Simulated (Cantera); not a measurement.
**Low-pressure radical oxidation in H2/O2**

An isothermal, constant-pressure homogeneous reactor starts with 1.59 % H₂, 37.9 % O₂, 60.6 % N₂, equivalence ratio 0.021, at 1275 K and 2670 Pa.

Detailed kinetics in Cantera: the H2/O2 subset of GRI-Mech 3.0, which has no nitrogen chemistry. Radical loss at walls, strong at low pressure, is not modelled.

| t (s) | x H₂ | x O₂ | x H | x H₂O₂ | x OH |
|---|---|---|---|---|---|
| 8.00e-6 | 0.0159 | 0.379 | 3.05e-10 | <1e-12 | 3.09e-11 |
| 3.78e-5 | 0.0159 | 0.379 | 1.11e-9 | <1e-12 | 5.27e-10 |
| 0.000179 | 0.0159 | 0.379 | 4.30e-9 | 3.15e-12 | 6.50e-9 |
| 0.000846 | 0.0159 | 0.379 | 2.50e-7 | 6.66e-11 | 5.03e-7 |
| 0.00400 | 0.000380 | 0.366 | 0.00208 | 5.78e-8 | 0.00163 |
| 0.0189 | 0.000171 | 0.367 | 0.00117 | 4.24e-8 | 0.00121 |
| 0.0894 | 5.87e-5 | 0.371 | 0.000224 | 3.41e-8 | 0.000712 |
| 0.423 | 6.00e-6 | 0.373 | 7.23e-6 | 1.28e-8 | 0.000229 |
| 2.00 | 4.40e-7 | 0.373 | 1.45e-7 | 2.16e-9 | 6.25e-5 |
x: mole fraction; the columns are a selection and need not sum to one.

Equilibrium at this temperature and pressure: H₂ 8.92e-9, O₂ 0.374, H 4.29e-10, H₂O₂ 7.21e-11, OH 8.97e-6 (gas phase only).
